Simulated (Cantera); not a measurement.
A perfectly stirred reactor is fed with 5.15 % C2H4, 18.6 % O2, 70.1 % N2, 6.18 % CO2, equivalence ratio 0.83, at 10.0 bar; it is adiabatic with a 673 K inlet, and is followed from long to short residence time, starting on the burning branch (τ in s: 0.14, 0.059, 0.025, 0.011, 0.0045, 0.0019, 0.00082, 0.00035, 0.00015, 6.4e-05, 2.7e-05, 1.2e-05, 4.9e-06).

Cantera simulation using GRI-Mech 3.0 (53 species, 325 reactions); the numbers are that mechanism's predictions, not measurements. GRI-Mech 3.0 was tuned for natural gas; its chemistry of ethylene as a main component is partial and can be far from experiment.

x: mole fraction; the columns are a selection and need not sum to one.

| τ (s) | T (K) | x C2H4 | x O2 | x CO2 | x CH4 | x CH3 | x CH2CO | x CH2 |
|---|---|---|---|---|---|---|---|---|
| 0.14 | 2336 | 1.43e-7 | 0.0303 | 0.160 | 4.99e-9 | … | 2.86e-8 | 3.90e-9 |
| 0.059 | 2337 | 3.33e-7 | 0.0308 | 0.160 | 1.16e-8 | … | 6.79e-8 | 9.21e-9 |
| 0.025 | 2338 | 7.68e-7 | 0.0314 | 0.160 | 2.65e-8 | … | 1.60e-7 | 2.16e-8 |
| 0.011 | 2338 | 1.69e-6 | 0.0320 | 0.159 | 5.73e-8 | … | 3.65e-7 | 4.85e-8 |
| 0.0045 | 2334 | 3.90e-6 | 0.0327 | 0.159 | 1.28e-7 | … | 8.96e-7 | 1.16e-7 |
| 0.0019 | 2324 | 8.38e-6 | 0.0336 | 0.157 | 2.59e-7 | … | 2.14e-6 | 2.61e-7 |
| 0.00082 | 2304 | 1.67e-5 | 0.0348 | 0.155 | 4.78e-7 | … | 5.01e-6 | 5.57e-7 |
| 0.00035 | 2271 | 3.19e-5 | 0.0366 | 0.151 | 8.50e-7 | … | 1.18e-5 | 1.14e-6 |
| 0.00015 | 2224 | 5.92e-5 | 0.0393 | 0.145 | 1.57e-6 | … | 2.71e-5 | 2.23e-6 |
| 6.4e-5 | 2159 | 0.000112 | 0.0428 | 0.137 | 3.32e-6 | … | 6.05e-5 | 4.19e-6 |
| 2.7e-5 | 2075 | 0.000228 | 0.0478 | 0.127 | 8.88e-6 | … | 0.000133 | 7.84e-6 |
| 1.2e-5 | 1969 | 0.000522 | 0.0552 | 0.114 | 3.04e-5 | … | 0.000294 | 1.45e-5 |
| 4.9e-6 | 673 | 0.0515 | 0.186 | 0.0618 | <1e-12 | <1e-12 | <1e-12 | <1e-12 |

### Question
Fill in the missing entries.

### Answer

- 0.14, x CH3: 1.59e-8
- 0.059, x CH3: 3.73e-8
- 0.025, x CH3: 8.66e-8
- 0.011, x CH3: 1.92e-7
- 0.0045, x CH3: 4.48e-7
- 0.0019, x CH3: 9.80e-7
- 0.00082, x CH3: 2.00e-6
- 0.00035, x CH3: 3.97e-6
- 0.00015, x CH3: 7.68e-6
- 6.4e-5, x CH3: 1.50e-5
- 2.7e-5, x CH3: 3.11e-5
- 1.2e-5, x CH3: 6.85e-5
